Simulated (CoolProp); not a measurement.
Values from CoolProp's reference Helmholtz-energy equation of state, McLinden 2015.

**Question.** For the fluoroketone C6F12O (FK-5-1-12), give the phase and the density (kg/m³), cp (kJ/(kg K)), cv (kJ/(kg K)), isothermal compressibility (1/MPa) at 387 K and 10900 kPa; 217.3 K and 1460 kPa.

**Answer.** 
- 387 K and 10900 kPa: liquid; density 1410, cp 1.15, cv 0.953, isothermal compressibility 0.00587
- 217.3 K and 1460 kPa: liquid; density 1830, cp 1.10, cv 0.882, isothermal compressibility 0.00114
